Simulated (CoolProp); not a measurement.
Vapour pressure (MPa) of CH2F2 (R32): the reference equation beside estimates from Tc = 351.3 K, pc = 5.783 MPa, ω = 0.277. Clausius-Clapeyron is anchored at 177.1 K with a constant enthalpy of vaporisation of 22.15 kJ/mol.

Model: reference Helmholtz-energy equation of state, Tillner-Roth 1997, in CoolProp.

```tsv
T (K)	reference	Lee-Kesler	Clausius-Clapeyron
166.7	0.002078	0.001747	0.002110
177.1	0.005393	0.004701	0.005393
187.6	0.01249	0.01124	0.01252
198	0.02593	0.02400	0.02639
208.4	0.04952	0.04694	0.05166
218.9	0.08860	0.08567	0.09539
229.3	0.1485	0.1459	0.1657
239.7	0.2366	0.2353	0.2743
250.2	0.3625	0.3637	0.4373
260.6	0.5328	0.5378	0.6689
```

Absolute difference from the reference over all 10 rows, mean and median: Lee-Kesler 5.8 and 4.3 %, Clausius-Clapeyron 8.9 and 6.0 %.
